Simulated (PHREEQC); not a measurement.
A solution holds 0.0015 mol ZnSO4, 0.00012 mol KCl and 0.11 mol MnSO4 per kg of water, at 25 °C. Closed to the air; pH follows from the charge balance.

The numbers come from PHREEQC with the ion-association model, wateq4f.dat.

This is a speciation only: nothing precipitates in the calculation.

Q: Estimate the pH, ionic strength.

A: pH 6.29; ionic strength 0.240 mol/kgw.

Q: In which forms is Mn present?

A: Mn+2 54 %, MnSO4 46 % of the Mn.
